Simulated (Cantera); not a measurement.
Charge: 1 mol CO, 0.11 mol CO2, 35 mol H2, at 1.00 bar.

Cantera equilibrium calculation (NASA polynomials, part measured and part estimated; ideal gas, pure solids and liquids). Candidate condensed phases: C, C6H6, C7H8, C8H18, H2O; 110 gas species. Equilibrium is a limit: real reactors are often held back by kinetics, nucleation or transport. All values below are at 1223 K.

Base state: H2 0.965, CO 0.0292, H2O 0.00452, CH4 0.00155, CO2 9.36e-5 (mole fractions); condensed: gas only.

What changes in the equilibrium state with this change: CO2 from 0.11 to 0.95 mol?


```csv
species,before,after
H2,0.965,0.922
CO,0.0292,0.0514
H2O,0.00452,0.0252
CO2,9.36e-5,0.000962
CH4,0.00155,0.000428
```

What changes in the equilibrium state with this change: CO replaced by C?


| species | before | after |
|---|---|---|
| H2 | 0.965 | 0.981 |
| CH4 | 0.00155 | 0.0128 |
| CO | 0.0292 | 0.00620 |
| CO2 | 9.36e-5 | 5.29e-7 |
| H2O | 0.00452 | 0.000122 |
| C(graphite), mol | 0 | 0.448 |
